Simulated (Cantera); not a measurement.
# SiCl4 + Cl2 + H2 (chlorosilane synthesis and conversion)

Charge: 1 mol SiCl4, 2.1 mol Cl2, 0.62 mol H2, held at 1048.15 K and 2.90 bar.

Cantera equilibrium calculation (NASA polynomials, part measured and part estimated; ideal gas, pure solids and liquids). Candidate condensed phases: Si; 19 gas species. Kinetics and transport are ignored.

The x(Cl2) is 0.398 and the x(HCl) is 0.333. The x(SiCl4) comes out as 0.269 and the x(Cl) comes out as 0.000286. The gas amount comes out as 3.721 mol and the log10 activity of Si(s) (absent) comes out as -26.38.
